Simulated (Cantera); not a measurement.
Feed: 1 mol TEOS, 0.57 mol H2O, 4 mol N2, at 1330 Pa.

Cantera equilibrium calculation (NASA polynomials, part measured and part estimated; ideal gas, pure solids and liquids). Candidate condensed phases: C, C6H6, C7H8, C8H18, H2O, Si, SiC, SiO2, Si2N2O, Si3N4; 151 gas species. The feed counts by its element totals alone. The tables hold silica as quartz up to 1696 K and as liquid above; real silica turns to tridymite and cristobalite and melts near 1996 K. Equilibrium is a limit: real reactors are often held back by kinetics, nucleation or transport.

Problem. At 1173 K, list the 5 most abundant gas species with their mole fractions, and the condensed phases.

Solution. H2 0.617, N2 0.233, CO 0.150, CH4 9.86e-5, H2O 4.37e-5. Condensed: C(graphite) + SiO2(β-quartz).
